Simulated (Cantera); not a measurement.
Low-pressure radical oxidation in H2/O2

A perfectly stirred reactor is fed with 2.15 % H₂, 97.8 % O₂, equivalence ratio 0.011, at 0.0260 bar; it is held at 973 K, and followed from long to short residence time.

Model: the H2/O2 subset of GRI-Mech 3.0, which has no nitrogen chemistry, integrated in Cantera. Radical loss at walls, strong at low pressure, is not modelled.

```json
[
 {"τ (s)": "16", "x H₂": "6.04e-5", "x O₂": "0.978", "x H₂O₂": "4.49e-8", "x H₂O": "0.0217", "x H": "1.25e-6"},
 {"τ (s)": "6.8", "x H₂": "9.93e-5", "x O₂": "0.978", "x H₂O₂": "5.57e-8", "x H₂O": "0.0216", "x H": "2.93e-6"},
 {"τ (s)": "3.0", "x H₂": "0.000158", "x O₂": "0.978", "x H₂O₂": "6.88e-8", "x H₂O": "0.0215", "x H": "6.60e-6"},
 {"τ (s)": "1.3", "x H₂": "0.000250", "x O₂": "0.978", "x H₂O₂": "8.60e-8", "x H₂O": "0.0214", "x H": "1.51e-5"},
 {"τ (s)": "0.56", "x H₂": "0.000395", "x O₂": "0.978", "x H₂O₂": "1.09e-7", "x H₂O": "0.0212", "x H": "3.43e-5"},
 {"τ (s)": "0.25", "x H₂": "0.000610", "x O₂": "0.977", "x H₂O₂": "1.38e-7", "x H₂O": "0.0210", "x H": "7.48e-5"},
 {"τ (s)": "0.11", "x H₂": "0.000949", "x O₂": "0.977", "x H₂O₂": "1.75e-7", "x H₂O": "0.0205", "x H": "0.000162"},
 {"τ (s)": "0.047", "x H₂": "0.00150", "x O₂": "0.976", "x H₂O₂": "2.22e-7", "x H₂O": "0.0198", "x H": "0.000350"},
 {"τ (s)": "0.020", "x H₂": "0.00240", "x O₂": "0.975", "x H₂O₂": "2.78e-7", "x H₂O": "0.0186", "x H": "0.000715"},
 {"τ (s)": "0.0089", "x H₂": "0.00377", "x O₂": "0.973", "x H₂O₂": "3.33e-7", "x H₂O": "0.0168", "x H": "0.00128"}
]
```
x: mole fraction; the columns are a selection and need not sum to one.
